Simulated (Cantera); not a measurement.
Cantera run:

```python
import numpy as np
import cantera as ct

gas_names = """
    N NO NO2 NO3 N2 N2O O O2 O3 Pb PbO Pb2
""".split()
cond_names = """
    Pb(cr) Pb(L) PbO(rd) PbO(yw) PbO(L) PbO2(s) Pb3O4(s)
""".split()


# ... load() reads the species with a 1 bar reference pressure and builds the phases ...
atoms = {
    'Pb': {'Pb': 1},
    'O2': {'O': 2},
    'N2': {'N': 2},
}
top_T = {'Pb3O4(s)': 820}  # K; cautious upper limits of use, not melting points


# ... equilibrate(T, P, feed) seeds the gas with the atoms and calls Mixture.equilibrate('TP', solver="vcs", rtol=1e-11, max_steps=5000) ...
results = []
feed = {'Pb': 1, 'O2': 0.041, 'N2': 76}  # mol
P = 36  # Pa
for T in [525, 625, 725, 825, 925, 1025, 1125, 1225, 1325, 1425]:
    mix = equilibrate(T, P, feed)
    results.append((T, P, feed, dict(zip(mix.species_names, mix.species_moles))))

top = {s: max(r[3][s] / sum(r[3][g] for g in gas_names) for r in results) for s in gas_names}
cols = sorted((s for s in top if top[s] > 1e-06), key=lambda s: -top[s])[:7]
seen = [c for c in cond_names if any(r[3].get(c, 0) > 1e-12 for r in results)]
print("log10 of partial pressures in bar; condensed amounts in mol")
print(f"{'T/K':>10s}" + "".join(f"{s[:9]:>10s}" for s in cols + seen))
for T, P, feed, n in results:
    ng = sum(n[g] for g in gas_names)
    print(f"{T:10.4g}" + "".join(f"{np.log10(max(n[s] / ng * P / 1e5, 1e-99)):10.3f}" for s in cols)
          + "".join(f"{n.get(c, 0):10.4g}" for c in seen))
```

It prints:

```
log10 of partial pressures in bar; condensed amounts in mol
       T/K        N2        Pb       PbO        O2        NO    Pb(cr)     Pb(L)   PbO(rd)   PbO(yw)
       525    -3.444   -13.691   -19.856   -33.194   -26.751     0.918         0     0.082         0
       625    -3.444   -10.632   -15.318   -26.244   -21.822         0     0.918     0.082         0
       725    -3.444    -8.472   -12.054   -21.146   -18.220         0    0.9173     0.082         0
       825    -3.444    -6.843    -9.600   -17.302   -15.500         0    0.8877         0   0.08195
       925    -3.447    -5.573    -7.691   -14.302   -13.376         0    0.3497         0   0.07766
      1025    -3.449    -5.367    -6.416   -10.780   -11.112         0         0         0         0
      1125    -3.449    -5.367    -6.417    -9.640   -10.128         0         0         0         0
      1225    -3.449    -5.367    -6.422    -8.695    -9.309         0         0         0         0
      1325    -3.449    -5.365    -6.446    -7.937    -8.636         0         0         0         0
      1425    -3.449    -5.359    -6.526    -7.410    -8.119         0         0         0         0
```

Method: chemical equilibrium by Gibbs-energy minimisation in Cantera with the NASA 1993 tables (ideal gas, pure condensed phases).
